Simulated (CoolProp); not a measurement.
A simple Rankine cycle with R227EA: condensing at 296.15 K, boiler at 1.33 MPa, turbine inlet 353.4 K, turbine efficiency 0.75, pump efficiency 0.6, no recuperator. Each further row changes one setting.

Model: reference Helmholtz-energy equation of state, Lemmon 2016, in CoolProp.

```csv
case,thermal efficiency (%),net work (kJ/kg),heat in (kJ/kg),turbine exit temperature (K),volume ratio over the turbine
as stated,7.1,10.8,152,328.1,3.44
turbine inlet 373.4 K,7.0,12.1,173,349.8,3.31
condensing temperature 288.15 K,(withheld),13.5,161,323.6,4.47
boiler pressure 0.931 MPa,(withheld),8.11,158,337.7,2.26
turbine efficiency 0.65,(withheld),(withheld),152,329.9,(withheld)
```

Task: Complete the blanks.

Result: 
- condensing temperature 288.15 K, thermal efficiency (%): 8.4
- boiler pressure 0.931 MPa, thermal efficiency (%): 5.1
- turbine efficiency 0.65, thermal efficiency (%): 6.1
- turbine efficiency 0.65, net work (kJ/kg): 9.25
- turbine efficiency 0.65, volume ratio over the turbine: 3.47
